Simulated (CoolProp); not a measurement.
Values from CoolProp's reference Helmholtz-energy equation of state, Rui 2013.

For R236EA, give the phase and the Z, cv (kJ/(kg K)), speed of sound (m/s), isothermal compressibility (1/MPa) at 311.3 K and 4190 kPa; 349.4 K and 6000 kPa; 281.8 K and 329 kPa.


- 311.3 K and 4190 kPa: liquid; Z 0.176, cv 0.902, speed of sound 566, isothermal compressibility 0.00312
- 349.4 K and 6000 kPa: liquid; Z 0.245, cv 0.946, speed of sound 442, isothermal compressibility 0.00560
- 281.8 K and 329 kPa: liquid; Z 0.0144, cv 0.876, speed of sound 656, isothermal compressibility 0.00222
